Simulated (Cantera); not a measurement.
An isothermal, constant-pressure homogeneous reactor starts with 2.20 % H₂, 20.0 % O₂, 77.8 % N₂, equivalence ratio 0.055, at 975 K and 10.00 Torr.

Computed with Cantera and the H2/O2 subset of GRI-Mech 3.0, which has no nitrogen chemistry. Radical loss at walls, strong at low pressure, is not modelled.

x: mole fraction; the columns are a selection and need not sum to one.

```csv
t (s),x H₂,x O₂,x H₂O,x HO₂,x OH,x H₂O₂,x O
0.000100,0.0220,0.200,<1e-12,2.11e-12,<1e-12,<1e-12,<1e-12
0.000316,0.0220,0.200,<1e-12,6.69e-12,<1e-12,<1e-12,1.17e-12
0.00100,0.0220,0.200,9.20e-12,2.13e-11,5.48e-12,<1e-12,1.01e-11
0.00316,0.0220,0.200,2.35e-10,7.10e-11,5.73e-11,<1e-12,1.35e-10
0.0100,0.0220,0.200,9.07e-8,1.75e-9,1.73e-8,<1e-12,4.19e-8
0.0316,0.00288,0.189,0.0151,1.71e-6,0.000853,5.18e-8,0.00501
0.100,0.000273,0.189,0.0211,1.44e-6,0.000331,2.96e-8,0.00244
0.316,…,0.191,0.0221,…,…,2.77e-8,…
1.00,…,0.191,0.0222,…,…,…,…
```

Task: What belongs in the gaps?

Result: 
- 0.316, x H₂: 3.32e-5
- 0.316, x HO₂: 7.69e-7
- 0.316, x OH: 0.000102
- 0.316, x O: 0.000309
- 1.00, x H₂: 2.82e-6
- 1.00, x HO₂: 2.04e-7
- 1.00, x OH: 2.96e-5
- 1.00, x H₂O₂: 1.63e-8
- 1.00, x O: 2.73e-5
